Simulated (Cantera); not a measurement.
A perfectly stirred reactor is fed with H₂ : O₂ : N₂ = 1 : 0.294 : 3.24 (molar parts), equivalence ratio 1.7, at 0.424 atm; it is adiabatic with a 425 K inlet, and is followed from long to short residence time, starting on the burning branch (τ in s: 0.45, 0.17, 0.066, 0.025, 0.0095, 0.0036, 0.0014, 0.00053, 0.0002, 7.7e-05, 2.9e-05, 1.1e-05).

Model: GRI-Mech 3.0 (53 species, 325 reactions), integrated in Cantera.

Task: Predict: blow-out, bracketed by the residence times tried; x(H₂) at τ = 0.450 s; x(O₂) at τ = 0.450 s; x(NO) at τ = 0.450 s; x(O) at τ = 0.450 s; x(HO₂) at τ = 0.450 s; x(H₂) at τ = 1.40 ms; x(O₂) at τ = 1.40 ms; x(NO) at τ = 1.40 ms; x(O) at τ = 1.40 ms; x(HO₂) at τ = 1.40 ms.

Result: 
| Property | Value |
|---|---|
| blow-out, bracketed by the residence times tried | burning at 0.530 ms, out at 0.200 ms |
| x(H₂) at τ = 0.450 s | 0.0960 |
| x(O₂) at τ = 0.450 s | 3.68e-5 |
| x(NO) at τ = 0.450 s | 4.34e-7 |
| x(O) at τ = 0.450 s | 1.83e-6 |
| x(HO₂) at τ = 0.450 s | 1.22e-8 |
| x(H₂) at τ = 1.40 ms | 0.0867 |
| x(O₂) at τ = 1.40 ms | 0.00198 |
| x(NO) at τ = 1.40 ms | 2.23e-6 |
| x(O) at τ = 1.40 ms | 0.000313 |
| x(HO₂) at τ = 1.40 ms | 8.69e-7 |
